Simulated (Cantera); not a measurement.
Input: 1 mol B₂H₆, 46 mol H₂, equilibrated at 1573.15 K and 1.33 mbar.

Equilibrium computed with Cantera from the NASA thermochemical tables; the gas is ideal and each condensed phase is pure. Candidate condensed phases: B; 7 gas species. The feed counts by its element totals alone. The tables' values for BH₂ are old estimates; treat these amounts as uncertain. Rates play no part.

Base state: H₂ 0.999, H 0.00111, BH₂ 2.03e-5 (mole fractions); condensed: B(s).

What changes in the equilibrium state with this change: B₂H₆ replaced by BCl₃?


```tsv
species	before	after
H₂	0.999	0.936
HCl	0	0.0619
H	0.00111	0.00108
BCl	0	0.000961
Cl	0	5.68e-5
BCl₂	0	3.33e-5
BCl₃	0	2.13e-5
BH₂	2.03e-5	1.90e-5
B(s), mol	2.00	0.951
```
The tables' values for BCl, BCl₂, BH₂ are old estimates; treat these amounts as uncertain.

What changes in the equilibrium state with this change: temperature from 1573.15 K to 2273 K?


```
species     before     after
---------  -------  --------
H₂           0.999     0.789
H          0.00111     0.204
B          1.16e-8   0.00540
BH         7.09e-9  0.000166
BH₂        2.03e-5   0.00146
B(s), mol     2.00      1.61
```

What changes in the equilibrium state with this change: temperature from 1573.15 K to 948 K?


```csv
species,before,after
H₂,0.999,1.00
H,0.00111,1.44e-8
BH₂,2.03e-5,1.09e-9
"B(s), mol",2.00,2.00
```
